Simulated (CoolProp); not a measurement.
Carbonyl sulfide at 293.15 K and 0.444 MPa is throttled through a valve to 0.295 MPa with no heat exchange. Each further row changes one setting.

The numbers come from the reference Helmholtz-energy equation of state, Lemmon 2006 in CoolProp. It is a short technical equation, of lower accuracy than the large ones.

```tsv
case	temperature change (K)	final density (kg/m³)
as stated	___	___
outlet pressure 0.0885 MPa	___	2.27
outlet pressure 0.384 MPa	-1.3	___
```

Task: What belongs in the gaps?

Result: 
- as stated, temperature change (K): -3.2
- as stated, final density (kg/m³): 7.63
- outlet pressure 0.0885 MPa, temperature change (K): -7.8
- outlet pressure 0.384 MPa, final density (kg/m³): 9.97
